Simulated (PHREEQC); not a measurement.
Consider water at 25 °C with 0.0062 mol Al2(SO4)3, 0.078 mol CuCl2 and 9.4e-05 mol NaF per kg of water. Closed to the air; pH follows from the charge balance.

All values are PHREEQC results (ion-association model, phreeqc.dat), not measurements.

The pH comes out as 3.86 and the ionic strength is 0.249 mol/kgw. The density is 1.009 g/cm³.

```csv
species,molality,activity,log γ
Cl-,0.148,0.103,-0.155
Cu+2,0.0637,0.0195,-0.513
CuCl+,0.00773,0.00543,-0.154
Al+3,0.00630,0.000748,-0.926
CuSO4,0.00628,0.00665,0.025
SO4-2,0.00619,0.00167,-0.570
```

This is a speciation only: nothing precipitates in the calculation. Examples of supersaturated solids here: Gibbsite (slow to form). Others may be too. Fluoro complexes past AlF4- and FeF3 are missing from the database.
